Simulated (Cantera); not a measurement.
Input (Python, Cantera) and output of one run.

```python
import numpy as np
import cantera as ct

gas_names = """
    CL CLO CL2 O O2 O3 Si SiCL SiCL2 SiCL3 SiCL4 SiO SiO2 Si2 Si3
""".split()
cond_names = """
    Si(cr) Si(L) SiO2(Lqz) SiO2(hqz) SiO2(L)
""".split()


# ... load() reads the species with a 1 bar reference pressure and builds the phases ...
atoms = {
    'SiCl4': {'Si': 1, 'CL': 4},
    'O3': {'O': 3},
}
top_T = {}  # K; cautious upper limits of use, not melting points


# ... equilibrate(T, P, feed) seeds the gas with the atoms and calls Mixture.equilibrate('TP', solver="vcs", rtol=1e-11, max_steps=5000) ...
results = []
feed = {'SiCl4': 1, 'O3': 0.16}  # mol
T = 575  # K
P = 9000  # Pa
mix = equilibrate(T, P, feed)
results.append((T, P, feed, dict(zip(mix.species_names, mix.species_moles))))
print(gas.report(threshold=1e-06))
for i in range(1, mix.n_phases):
    print(f"{mix.phase(i).name:16s} {mix.phase_moles(i):12.5e} mol")
```

It prints:

```
       temperature   575 K
          pressure   9000 Pa
           density   0.24768 kg/m^3
  mean mol. weight   131.57 kg/kmol
   phase of matter   gas

                          1 kg             1 kmol
                     ---------------   ---------------
          enthalpy       -2.9326e+06       -3.8584e+08  J
   internal energy        -2.969e+06       -3.9062e+08  J
           entropy            2757.4        3.6279e+05  J/K
    Gibbs function       -4.5181e+06       -5.9444e+08  J
 heat capacity c_p            583.37             76753  J/K
 heat capacity c_v            520.17             68438  J/K

                      mass frac. Y      mole frac. X     chem. pot. / RT
                     ---------------   ---------------   ---------------
               CL2            0.2086            0.3871           -30.925
             SiCL4            0.7914            0.6129           -183.34
     [  +13 minor]        3.7514e-09        1.3923e-08

Si(cr)            0.00000e+00 mol
SiO2(Lqz)         2.40000e-01 mol
```

Method: chemical equilibrium by Gibbs-energy minimisation in Cantera with the NASA 1993 tables (ideal gas, pure condensed phases).
